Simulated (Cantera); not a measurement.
A closed system holds: 1 mol Si2H6, 3.8 mol H2, at 0.00930 bar.

These are equilibrium values from Cantera (NASA tables, ideal gas, pure condensed phases), not measurements of a reactor. Candidate condensed phases: Si; 9 gas species. The feed counts by its element totals alone. Gases not in the tables: Si2H6 and higher silanes. The numbers say what is thermodynamically allowed, not how fast it happens.

log p: log10 of the partial pressure in bar; n: condensed amount in mol.

```tsv
T (K)	log p H2	log p H	log p Si	log p SiH	log p SiH2	log p Si2	n Si(s)	n Si(l)
873	-2.03	-11.35	<-14	<-14	-13.90	<-14	2.00	0
948	-2.03	-10.30	<-14	<-14	-12.75	<-14	2.00	0
1023	-2.03	-9.40	<-14	<-14	-11.78	<-14	2.00	0
1098	-2.03	-8.62	-13.66	-13.19	-10.93	<-14	2.00	0
1173	-2.03	-7.94	-12.31	-12.07	-10.20	<-14	2.00	0
1248	-2.03	-7.35	-11.11	-11.08	-9.55	<-14	2.00	0
1323	-2.03	-6.82	-10.05	-10.20	-8.98	-13.57	2.00	0
1398	-2.03	-6.34	-9.11	-9.42	-8.47	-12.34	2.00	0
1473	-2.03	?	?	?	?	?	2.00	0
1548	-2.03	-5.53	-7.50	-8.09	-7.60	-10.25	2.00	0
1623	-2.03	-5.18	-6.81	-7.52	-7.22	-9.35	2.00	0
1698	-2.03	?	?	?	?	?	0	2.00
1773	-2.03	-4.56	-5.67	-6.60	-6.64	-7.93	0	2.00
```

Task: Complete the blanks.

Result: 
- 1473, log p H: -5.91
- 1473, log p Si: -8.26
- 1473, log p SiH: -8.72
- 1473, log p SiH2: -8.01
- 1473, log p Si2: -11.24
- 1698, log p H: -4.86
- 1698, log p Si: -6.18
- 1698, log p SiH: -7.01
- 1698, log p SiH2: -6.89
- 1698, log p Si2: -8.54
